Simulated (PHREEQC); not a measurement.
# Sulfide liquor

Solution (25 °C): 0.002 mol/kgw NaHS, 0.00015 mol/kgw NaHCO3 and 0.25 mol/kgw ZnCl2. Closed to the air; pH follows from the charge balance.

Computed with PHREEQC (ion-association model, phreeqc.dat).

Precipitation was switched off in this run.

Task: Estimate the pH, ionic strength.

Result: pH 5.37; ionic strength 0.626 mol/kgw.

Task: In which forms is Zn present?

Result: Zn+2 77 %, ZnCl+ 18 %, ZnCl2 2.7 %, ZnCl3- 1.5 %, ZnCl4-2 0.6 % of the Zn.

Saturation is exceeded, for instance for Sphalerite (slow to form); the values hold only as long as no solid forms. Complexes and solids missing from the database can't appear.
